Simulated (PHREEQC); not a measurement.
Dissolve 0.0027 mol/kgw NiCl2, 0.26 mol/kgw KCl and 0.0011 mol/kgw H2SO4 at 95 °C. Closed to the air; pH follows from the charge balance.

Model: ion-association model, wateq4f.dat, run in PHREEQC.

Each row changes one thing in this solution. No solid was allowed to form.

| case | pH | SO4-2 (mol/kgw) | KSO4- (mol/kgw) | HSO4- (mol/kgw) |
|---|---|---|---|---|
| as made | 2.81 | 0.000469 | 0.000468 | 0.000146 |
| NiCl2 from 0.0027 to 0.0054 mol/kgw | 2.81 | 0.000466 | … | 0.000144 |
| diluted 5-fold with water | 3.45 | 0.000145 | 5.56e-5 | … |
| NiCl2 from 0.0027 to 0.00297 mol/kgw | 2.81 | 0.000469 | 0.000467 | 0.000146 |
| NiCl2 left out | 2.81 | 0.000474 | 0.000478 | 0.000149 |
| temperature from 95 to 15 °C | 2.77 | … | … | 3.79e-5 |
| NiCl2 replaced by (CH3)4NCl at the same molality | 2.81 | 0.000475 | 0.000477 | … |

Question: Complete the blanks.

Answer: 
- NiCl2 from 0.0027 to 0.0054 mol/kgw, KSO4- (mol/kgw): 0.000459
- diluted 5-fold with water, HSO4- (mol/kgw): 1.60e-5
- temperature from 95 to 15 °C, SO4-2 (mol/kgw): 0.000752
- temperature from 95 to 15 °C, KSO4- (mol/kgw): 0.000289
- NiCl2 replaced by (CH3)4NCl at the same molality, HSO4- (mol/kgw): 0.000148

At this temperature some constants are extrapolated from 25 °C, and those without enthalpy data are left unchanged.
